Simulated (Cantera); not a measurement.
Cantera run:

```python
import numpy as np
import cantera as ct

gas_names = """
    CL CL2 H HCL H2 Si SiCL SiCL2 SiCL3 SiCL4 SiH SiHCL3 SiH2 SiH2CL2 SiH3 SiH3CL SiH4 Si2 Si3
""".split()
cond_names = """
    Si(cr) Si(L)
""".split()


# ... load() reads the species with a 1 bar reference pressure and builds the phases ...
atoms = {
    'Si2Cl6': {'Si': 2, 'CL': 6},
    'H2': {'H': 2},
}
top_T = {}  # K; cautious upper limits of use, not melting points


# ... equilibrate(T, P, feed) seeds the gas with the atoms and calls Mixture.equilibrate('TP', solver="vcs", rtol=1e-11, max_steps=5000) ...
results = []
feed = {'Si2Cl6': 1, 'H2': 37}  # mol
P = 4900  # Pa
for T in [1123, 1148, 1173, 1198, 1223, 1248, 1273, 1298, 1323]:
    mix = equilibrate(T, P, feed)
    results.append((T, P, feed, dict(zip(mix.species_names, mix.species_moles))))
    x = sorted(zip(gas.X, gas.species_names), reverse=True)
    print(f"T = {T:g} K  P = {P:g} Pa  gas = {mix.phase_moles(0):.4g} mol")
    print("   x: " + "  ".join(f"{s} {v:.3e}" for v, s in x if v > 1e-05))
    print("   condensed (mol): " + ("  ".join(f"{mix.phase(i).name} {mix.phase_moles(i):.4g}"
          for i in range(1, mix.n_phases) if mix.phase_moles(i) > 1e-12) or "none"))
```

It prints:

```
T = 1123 K  P = 4900 Pa  gas = 38.92 mol
   x: H2 9.260e-01  HCL 4.118e-02  SiCL4 1.886e-02  SiHCL3 7.276e-03  SiCL2 3.867e-03  SiCL3 2.423e-03  SiH2CL2 3.437e-04
   condensed (mol): Si(cr) 0.7242
T = 1148 K  P = 4900 Pa  gas = 39.02 mol
   x: H2 9.212e-01  HCL 4.699e-02  SiCL4 1.682e-02  SiHCL3 6.614e-03  SiCL2 5.259e-03  SiCL3 2.831e-03  SiH2CL2 3.258e-04
   condensed (mol): Si(cr) 0.7572
T = 1173 K  P = 4900 Pa  gas = 39.12 mol
   x: H2 9.161e-01  HCL 5.292e-02  SiCL4 1.464e-02  SiCL2 6.955e-03  SiHCL3 5.906e-03  SiCL3 3.214e-03  SiH2CL2 3.050e-04
   condensed (mol): Si(cr) 0.7863
T = 1198 K  P = 4900 Pa  gas = 39.23 mol
   x: H2 9.109e-01  HCL 5.880e-02  SiCL4 1.240e-02  SiCL2 8.935e-03  SiHCL3 5.167e-03  SiCL3 3.539e-03  SiH2CL2 2.814e-04
   condensed (mol): Si(cr) 0.8104
T = 1223 K  P = 4900 Pa  gas = 39.34 mol
   x: H2 9.058e-01  HCL 6.442e-02  SiCL2 1.115e-02  SiCL4 1.018e-02  SiHCL3 4.418e-03  SiCL3 3.772e-03  SiH2CL2 2.556e-04
   condensed (mol): Si(cr) 0.8286
T = 1248 K  P = 4900 Pa  gas = 39.45 mol
   x: H2 9.010e-01  HCL 6.959e-02  SiCL2 1.349e-02  SiCL4 8.083e-03  SiCL3 3.888e-03  SiHCL3 3.685e-03  SiH2CL2 2.283e-04
   condensed (mol): Si(cr) 0.8409
T = 1273 K  P = 4900 Pa  gas = 39.55 mol
   x: H2 8.967e-01  HCL 7.415e-02  SiCL2 1.586e-02  SiCL4 6.203e-03  SiCL3 3.874e-03  SiHCL3 2.998e-03  SiH2CL2 2.006e-04
   condensed (mol): Si(cr) 0.8476
T = 1298 K  P = 4900 Pa  gas = 39.64 mol
   x: H2 8.930e-01  HCL 7.798e-02  SiCL2 1.812e-02  SiCL4 4.607e-03  SiCL3 3.737e-03  SiHCL3 2.381e-03  SiH2CL2 1.733e-04
   condensed (mol): Si(cr) 0.8495
T = 1323 K  P = 4900 Pa  gas = 39.72 mol
   x: H2 8.899e-01  HCL 8.105e-02  SiCL2 2.018e-02  SiCL3 3.502e-03  SiCL4 3.323e-03  SiHCL3 1.851e-03  SiH2CL2 1.477e-04
   condensed (mol): Si(cr) 0.8478
```

Cantera equilibrium calculation (NASA polynomials, part measured and part estimated; ideal gas, pure solids and liquids). The feed counts by its element totals alone. The tables' values for SiCl3 are old estimates; treat these amounts as uncertain.
